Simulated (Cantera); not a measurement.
A Cantera script and what it prints.

```python
import numpy as np
import cantera as ct

gas_names = """
    CL CL2 H HCL H2 N NH NH2 NH3 N2 N2H2 N2H4 Si SiCL SiCL2 SiCL3 SiCL4 SiH SiHCL3 SiH2 SiH2CL2 SiH3
    SiH3CL SiH4 SiN Si2 Si2N Si3
""".split()
cond_names = """
    NH4CL(a) NH4CL(b) Si(cr) Si(L) Si3N4(a)
""".split()


# ... load() reads the species with a 1 bar reference pressure and builds the phases ...
atoms = {
    'SiHCl3': {'Si': 1, 'H': 1, 'CL': 3},
    'Cl2': {'CL': 2},
    'N2': {'N': 2},
}
top_T = {'Si3N4(a)': 2400}  # K; cautious upper limits of use, not melting points


# ... equilibrate(T, P, feed) seeds the gas with the atoms and calls Mixture.equilibrate('TP', solver="vcs", rtol=1e-11, max_steps=5000) ...
results = []
feed = {'SiHCl3': 1, 'Cl2': 0.47, 'N2': 7.9}  # mol
T = 1173.15  # K
P = 630  # Pa
mix = equilibrate(T, P, feed)
results.append((T, P, feed, dict(zip(mix.species_names, mix.species_moles))))
x = sorted(zip(gas.X, gas.species_names), reverse=True)
print(f"T = {T:g} K  P = {P:g} Pa  gas = {mix.phase_moles(0):.4g} mol")
print("   x: " + "  ".join(f"{s} {v:.3e}" for v, s in x if v > 0.0001))
print("   condensed (mol): " + ("  ".join(f"{mix.phase(i).name} {mix.phase_moles(i):.4g}"
      for i in range(1, mix.n_phases) if mix.phase_moles(i) > 1e-12) or "none"))
```

It prints:

```
T = 1173.15 K  P = 630 Pa  gas = 9.462 mol
   x: N2 8.188e-01  HCL 9.375e-02  SiCL4 7.863e-02  H2 5.908e-03  SiCL3 2.187e-03  SiCL2 5.994e-04  SiHCL3 1.156e-04
   condensed (mol): Si3N4(a) 0.07617
```

Equilibrium computed with Cantera from the NASA thermochemical tables; the gas is ideal and each condensed phase is pure. N2 is the only nitrogen source here; it is nearly inert below about 1500 K, so the nitride shown seldom forms there in practice. The tables' values for SiCl3 are old estimates; treat these amounts as uncertain.
